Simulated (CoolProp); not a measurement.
Properties of acetone at several states (Tc = 235.0 °C, pc = 46.92 bar, ω = 0.307).

Computed with CoolProp (reference Helmholtz-energy equation of state, Lemmon 2006). It is a short technical equation, of lower accuracy than the large ones.

```json
[
 {"T (°C)": "-75.65", "p (bar)": "2.6", "phase": "liquid", "Z": "0.01030", "cp (kJ/(kg K))": "1.999", "cv (kJ/(kg K))": "1.438", "isothermal compressibility (1/MPa)": "0.0005652"},
 {"T (°C)": "30.65", "p (bar)": "3.3", "phase": "liquid", "Z": "0.009745", "cp (kJ/(kg K))": "2.157", "cv (kJ/(kg K))": "1.559", "isothermal compressibility (1/MPa)": "0.001367"},
 {"T (°C)": "0.95", "p (bar)": "6.72", "phase": "liquid", "Z": "?", "cp (kJ/(kg K))": "?", "cv (kJ/(kg K))": "1.513", "isothermal compressibility (1/MPa)": "0.001039"},
 {"T (°C)": "-47.95", "p (bar)": "48.1", "phase": "liquid", "Z": "0.1723", "cp (kJ/(kg K))": "2.017", "cv (kJ/(kg K))": "1.461", "isothermal compressibility (1/MPa)": "?"},
 {"T (°C)": "199.35", "p (bar)": "3.63", "phase": "gas", "Z": "0.9594", "cp (kJ/(kg K))": "1.859", "cv (kJ/(kg K))": "1.682", "isothermal compressibility (1/MPa)": "2.874"},
 {"T (°C)": "275.75", "p (bar)": "3.14", "phase": "gas", "Z": "0.9797", "cp (kJ/(kg K))": "2.015", "cv (kJ/(kg K))": "1.857", "isothermal compressibility (1/MPa)": "3.251"}
]
```

Fill in the missing entries.


- 0.95, Z: 0.02110
- 0.95, cp (kJ/(kg K)): 2.089
- -47.95, isothermal compressibility (1/MPa): 0.0006746
